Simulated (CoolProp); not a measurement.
A simple Rankine cycle with cyclohexane: condensing at 311.15 K, boiler at 1.24 MPa, turbine inlet 473 K, turbine efficiency 0.8, pump efficiency 0.8, no recuperator. Each further row changes one setting.

Computed with CoolProp (reference Helmholtz-energy equation of state, Zhou 2014).

```
case                             thermal efficiency (%)  net work (kJ/kg)  heat in (kJ/kg)  turbine exit temperature (K)  volume ratio over the turbine
-------------------------------  ----------------------  ----------------  ---------------  ----------------------------  -----------------------------
as stated                                          19.4               123              633                         392.4                           57.0
turbine inlet 493 K                                19.2               131              681                         414.7                           55.4
condensing temperature 303.15 K                     ___               133              648                         386.6                           78.7
boiler pressure 0.868 MPa                          18.1               117              646                           ___                           37.4
turbine efficiency 0.7                             17.0               ___              633                         401.2                           58.3
```

Problem. Complete the blanks.

Solution. 
- condensing temperature 303.15 K, thermal efficiency (%): 20.5
- boiler pressure 0.868 MPa, turbine exit temperature (K): 403.0
- turbine efficiency 0.7, net work (kJ/kg): 107
